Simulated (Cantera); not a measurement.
Charge: 1 mol SiH2Cl2, 0.018 mol Cl2, 110 mol H2, 0.021 mol HCl, held at 1823 K and 1 atm.

These are equilibrium values from Cantera (NASA tables, ideal gas, pure condensed phases), not measurements of a reactor. Candidate condensed phases: Si; 19 gas species. Gases not in the tables: Si2H6 and higher silanes. Rates play no part.

Base state: H2 0.982, HCl 0.0166, SiCl2 0.000843, H 0.000427, SiH2 3.45e-5 (mole fractions); condensed: Si(l).

### Question
What changes in the equilibrium state with this change: HCl from 0.021 to 2.9 mol?

### Answer
```
species       before    after
----------  --------  -------
H2             0.982    0.961
HCl           0.0166   0.0350
SiCl2       0.000843  0.00382
SiCl3        6.50e-6  6.28e-5
SiHCl3       1.22e-6  1.16e-5
SiH2Cl2      3.48e-6  1.54e-5
Si(l), mol     0.898    0.543
```
The tables' values for SiCl3, SiCl are old estimates; treat these amounts as uncertain.
